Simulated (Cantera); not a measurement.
A freely propagating, adiabatic, planar premixed flame of 15.6 % CH3OH, 17.9 % O2, 66.5 % N2, unburnt at 525 K and 195 Torr; mixture-averaged transport, grid criteria slope 0.08 and curve 0.16, no radiation.

Cantera simulation using GRI-Mech 3.0 (53 species, 325 reactions); the numbers are that mechanism's predictions, not measurements. GRI-Mech 3.0 was tuned for natural gas; its chemistry of methanol as a main component is partial and can be far from experiment. Burning velocities carry a grid error of a few per cent, more on coarse grids.

x: mole fraction of selected species; z is measured from the peak of heat release.

```csv
z (mm),T (K),u (m/s),x CH3OH,x O2,x C2H2,x C2H4,x C2H6,x NO
-2.37,525,1.46,0.155,0.179,<1e-8,<1e-8,<1e-8,<1e-8
-1.58,527,1.47,0.154,0.177,<1e-8,<1e-8,<1e-8,<1e-8
-1.18,536,1.51,0.153,0.175,<1e-8,1.20e-8,<1e-8,<1e-8
-0.788,601,1.72,0.147,0.168,(withheld),1.35e-7,2.03e-8,1.17e-8
-0.394,960,2.88,0.110,0.135,(withheld),1.41e-6,2.60e-7,1.56e-7
-0.197,1340,4.18,0.0602,0.0981,(withheld),3.55e-6,6.83e-7,5.02e-7
0,1712,5.55,0.0106,0.0611,(withheld),6.33e-6,8.06e-7,1.13e-6
0.197,1844,6.04,0.000276,0.0375,(withheld),2.32e-6,1.02e-7,1.83e-6
0.394,1874,6.13,1.76e-6,0.0229,(withheld),2.09e-7,<1e-8,2.43e-6
0.788,1903,6.19,<1e-8,0.0117,(withheld),<1e-8,<1e-8,3.31e-6
1.58,1932,6.24,<1e-8,0.00805,<1e-8,<1e-8,<1e-8,4.56e-6
3.15,1966,6.33,<1e-8,0.00681,<1e-8,<1e-8,<1e-8,6.55e-6
6.31,2013,6.46,<1e-8,0.00565,<1e-8,<1e-8,<1e-8,1.00e-5
```

Q: Complete the blanks.

A: 
- -0.788, x C2H2: 7.47e-8
- -0.394, x C2H2: 7.49e-7
- -0.197, x C2H2: 1.87e-6
- 0, x C2H2: 3.80e-6
- 0.197, x C2H2: 3.13e-6
- 0.394, x C2H2: 8.26e-7
- 0.788, x C2H2: 1.88e-8
